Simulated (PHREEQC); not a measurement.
A solution holds 1.5 mmol/kgw Na2SiF6, at 90 °C. Closed to the air; pH follows from the charge balance.

All values are PHREEQC results (ion-association model, phreeqc.dat), not measurements.

The pH comes out as 3.48, the ionic strength comes out as 0.00347 mol/kgw and the total alkalinity comes out as -6.00 meq/kg.

| species | molality | activity | log γ |
|---|---|---|---|
| HF | 0.00510 | 0.00510 | 0.000 |
| F- | 0.00304 | 0.00282 | -0.032 |
| Na+ | 0.00299 | 0.00279 | -0.032 |
| H4SiO4 | 0.00138 | 0.00138 | 0.000 |
| H+ | 0.000351 | 0.000329 | -0.029 |
| SiF6-2 | 0.000121 | 9.08e-5 | -0.125 |
| HF2- | 6.41e-5 | 5.96e-5 | -0.032 |
| NaF | 4.52e-6 | 4.52e-6 | 0.000 |
| H3SiO4- | 3.11e-9 | 2.89e-9 | -0.032 |
| OH- | 1.29e-9 | 1.20e-9 | -0.032 |

Precipitation was switched off in this run. Saturation is exceeded, for instance for Quartz (slow to form), Chalcedony (slow to form); the values hold only as long as no solid forms. Species that the database lacks are ignored. At this temperature some constants are extrapolated from 25 °C, and those without enthalpy data are left unchanged. SiF6-2 is the database's only silicon fluoride.
